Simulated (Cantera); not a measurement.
Hydrocarbon pyrolysis for carbon deposition

A perfectly stirred reactor is fed with 59.5 % C2H6, 40.5 % N2, at 2.40 Torr; it is held at 1723 K, and followed from long to short residence time.

Computed with Cantera and GRI-Mech 3.0 (53 species, 325 reactions). GRI-Mech 3.0 stops at C3 and has no aromatics, soot or wall deposition, so with more carbon than oxygen in the feed, carbon stays in small species such as C2H2 where larger ones or solid carbon would form. Radical loss at walls, strong at low pressure, is not modelled.

```json
[
 {"τ (s)": "0.57", "x C2H6": "0.000418", "x C2H": "7.71e-6", "x C2H4": "0.00262", "x H": "0.00235", "x C2H2": "0.254"},
 {"τ (s)": "0.28", "x C2H6": "0.000834", "x C2H": "8.19e-6", "x C2H4": "0.00484", "x H": "0.00246", "x C2H2": "0.247"},
 {"τ (s)": "0.14", "x C2H6": "0.00163", "x C2H": "8.69e-6", "x C2H4": "0.00866", "x H": "0.00256", "x C2H2": "0.238"},
 {"τ (s)": "0.066", "x C2H6": "0.00340", "x C2H": "9.23e-6", "x C2H4": "0.0159", "x H": "0.00267", "x C2H2": "0.224"},
 {"τ (s)": "0.032", "x C2H6": "0.00689", "x C2H": "9.64e-6", "x C2H4": "0.0277", "x H": "0.00277", "x C2H2": "0.206"},
 {"τ (s)": "0.016", "x C2H6": "0.0136", "x C2H": "9.73e-6", "x C2H4": "0.0452", "x H": "0.00283", "x C2H2": "0.181"},
 {"τ (s)": "0.0077", "x C2H6": "0.0278", "x C2H": "9.20e-6", "x C2H4": "0.0709", "x H": "0.00282", "x C2H2": "0.147"},
 {"τ (s)": "0.0037", "x C2H6": "0.0563", "x C2H": "7.67e-6", "x C2H4": "0.100", "x H": "0.00272", "x C2H2": "0.106"},
 {"τ (s)": "0.0018", "x C2H6": "0.109", "x C2H": "5.22e-6", "x C2H4": "0.121", "x H": "0.00247", "x C2H2": "0.0630"},
 {"τ (s)": "0.00089", "x C2H6": "0.197", "x C2H": "2.69e-6", "x C2H4": "0.117", "x H": "0.00208", "x C2H2": "0.0285"},
 {"τ (s)": "0.00044", "x C2H6": "0.316", "x C2H": "9.48e-7", "x C2H4": "0.0834", "x H": "0.00159", "x C2H2": "0.00846"}
]
```
x: mole fraction; the columns are a selection and need not sum to one.
